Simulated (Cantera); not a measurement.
A closed system holds: 1 mol CO2, a varied amount of H2O, 7.3 mol O2, equilibrated at 2325 °C and 1 atm.

Cantera equilibrium calculation (NASA polynomials, part measured and part estimated; ideal gas, pure solids and liquids). Candidate condensed phases: C, C6H6, C7H8, C8H18, H2O; 110 gas species. Equilibrium is a limit: real reactors are often held back by kinetics, nucleation or transport.

Problem. At 5.4 mol H2O, list the 4 most abundant gas species with their mole fractions, and the condensed phases.

Solution. O2 0.505, H2O 0.355, CO2 0.0655, OH 0.0454. Condensed: gas only.
